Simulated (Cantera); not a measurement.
An isothermal, constant-pressure homogeneous reactor starts with 19.7 % H2, 30.7 % O2, 49.1 % N2, 0.491 % H2O, at 1200 K and 0.257 atm.

Model: GRI-Mech 3.0 (53 species, 325 reactions), integrated in Cantera. The temperature is held fixed by assumption; the heat of reaction is taken as removed at once.

One state of this run: x H2 = 4.28e-8; x O2 = 0.232; x O = 9.70e-8; x NO2 = 2.04e-8; x H = 2.96e-10. x: mole fraction; the columns are a selection and need not sum to one.

### Question
Which value of t (s) does it belong to?
A. 0.000294
B. 7.66e-5
C. 52.2
D. 0.242

### Answer
D, 0.242
